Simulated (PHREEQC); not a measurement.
Solution (25 °C): 0.26 mol/kgw NaNO3. Closed to the air; pH follows from the charge balance.

Equilibrium calculation in PHREEQC: ion-association model, phreeqc.dat.

No solid was allowed to form.

Question: What activity of water, density does the model give?

Answer: activity of water 0.991; density 1.011 g/cm³.
